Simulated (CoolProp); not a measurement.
A simple Rankine cycle with ammonia: condensing at 314.15 K, boiler at 4.49 MPa, turbine inlet 361.9 K, turbine efficiency 0.8, pump efficiency 0.7, no recuperator. Each further row changes one setting.

Values from CoolProp's reference Helmholtz-energy equation of state, Gao 2020.

```json
[
 {"case": "as stated", "thermal efficiency (%)": "8.4", "net work (kJ/kg)": "92.4", "heat in (kJ/kg)": "1090", "turbine exit temperature (K)": "314.1", "volume ratio over the turbine": "2.63"},
 {"case": "turbine inlet 381.9 K", "thermal efficiency (%)": "8.7", "net work (kJ/kg)": "103", "heat in (kJ/kg)": "1180", "turbine exit temperature (K)": "314.1", "volume ratio over the turbine": "2.44"},
 {"case": "condensing temperature 306.15 K", "thermal efficiency (%)": "9.9", "net work (kJ/kg)": "113", "heat in (kJ/kg)": "1130", "turbine exit temperature (K)": "306.2", "volume ratio over the turbine": "3.24"},
 {"case": "boiler pressure 3.14 MPa", "thermal efficiency (%)": "5.9", "net work (kJ/kg)": "69.5", "heat in (kJ/kg)": "1170", "turbine exit temperature (K)": "315.8", "volume ratio over the turbine": "1.77"},
 {"case": "turbine efficiency 0.7", "thermal efficiency (%)": "7.3", "net work (kJ/kg)": "80.0", "heat in (kJ/kg)": "1090", "turbine exit temperature (K)": "314.1", "volume ratio over the turbine": "2.66"}
]
```

The expansion ends wet for: as stated; turbine inlet 381.9 K; condensing temperature 306.15 K; turbine efficiency 0.7.
